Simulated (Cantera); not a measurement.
Input (Python, Cantera):

```python
import numpy as np
import cantera as ct

gas = ct.Solution("gri30.yaml")
gas.TPX = 1023, 71000, {'CO': 0.0039, 'O2': 0.0039, 'H2O': 0.00028, 'N2': 1}
reactor = ct.IdealGasConstPressureReactor(gas, energy="off", clone=False)
net = ct.ReactorNet([reactor])
net.rtol, net.atol = 1e-08, 1e-18
show = ['CO', 'O2', 'H2O', 'CO2', 'NO', 'H', 'O']
times = np.geomspace(6e-06, 200, 13)

steps = ct.SolutionArray(gas, extra=["t"])
rows = []
print(f"{'t/s':>10s}{'T/K':>9s}{'P/Pa':>11s}" + "".join(f"{s:>11s}" for s in show))
for t in times:
    while net.time < t:
        t_next = net.step()
        steps.append(gas.state, t=t_next)
    rows.append([np.interp(t, steps.t, y) for y in (steps.T, steps.P, *steps(*show).X.T)])
    print(f"{t:10.3e}{rows[-1][0]:9.1f}{rows[-1][1]:11.4g}" + "".join(f"{x:11.3e}" for x in rows[-1][2:]))
rate = np.gradient(steps.T, steps.t)
print("integrator steps:", len(steps.t))
if steps.T.max() > steps.T[0] + 200:
    print(f"time of steepest temperature rise: {steps.t[rate.argmax()]:.4e} s")
gas.TPX = 1023, 71000, {'CO': 0.0039, 'O2': 0.0039, 'H2O': 0.00028, 'N2': 1}
gas.equilibrate("TP")
print(f"equilibrium (TP): T = {gas.T:.1f} K  " + "  ".join(f"{s} {gas[s].X[0]:.3e}" for s in show))
```

Output:

```
       t/s      T/K       P/Pa         CO         O2        H2O        CO2         NO          H          O
 6.000e-06   1023.0    7.1e+04  3.869e-03  3.869e-03  2.778e-04  1.151e-13  2.763e-26  4.854e-19  1.151e-13
 2.541e-05   1023.0    7.1e+04  3.869e-03  3.869e-03  2.778e-04  4.878e-13  4.581e-25  1.206e-17  4.874e-13
 1.076e-04   1023.0    7.1e+04  3.869e-03  3.869e-03  2.778e-04  2.069e-12  9.486e-24  4.549e-16  2.061e-12
 4.559e-04   1023.0    7.1e+04  3.869e-03  3.869e-03  2.778e-04  8.832e-12  2.180e-22  1.562e-14  8.672e-12
 1.931e-03   1023.0    7.1e+04  3.869e-03  3.869e-03  2.778e-04  3.897e-11  4.335e-21  2.517e-13  3.597e-11
 8.179e-03   1023.0    7.1e+04  3.869e-03  3.869e-03  2.778e-04  1.999e-10  7.768e-20  1.885e-12  1.451e-10
 3.464e-02   1023.0    7.1e+04  3.869e-03  3.869e-03  2.778e-04  1.676e-09  1.393e-18  1.300e-11  6.007e-10
 1.467e-01   1023.0    7.1e+04  3.869e-03  3.869e-03  2.778e-04  7.055e-08  1.382e-16  3.879e-10  1.121e-08
 6.214e-01   1023.0    7.1e+04  3.039e-03  3.451e-03  2.712e-04  8.314e-04  3.109e-09  1.477e-06  1.287e-05
 2.632e+00   1023.0    7.1e+04  4.155e-04  2.145e-03  2.764e-04  3.460e-03  3.915e-08  1.863e-07  2.222e-06
 1.115e+01   1023.0    7.1e+04  2.339e-05  1.949e-03  2.781e-04  3.853e-03  5.183e-08  3.770e-09  1.285e-07
 4.722e+01   1023.0    7.1e+04  4.067e-07  1.938e-03  2.783e-04  3.876e-03  5.424e-08  3.073e-11  3.936e-09
 2.000e+02   1023.0    7.1e+04  7.383e-10  1.938e-03  2.783e-04  3.876e-03  6.169e-08  1.535e-12  9.165e-10
integrator steps: 1406
equilibrium (TP): T = 1023.0 K  CO 1.376e-11  O2 1.936e-03  H2O 2.783e-04  CO2 3.876e-03  NO 4.344e-06  H 5.619e-15  O 1.637e-11
```

Cantera simulation using GRI-Mech 3.0 (53 species, 325 reactions); the numbers are that mechanism's predictions, not measurements.
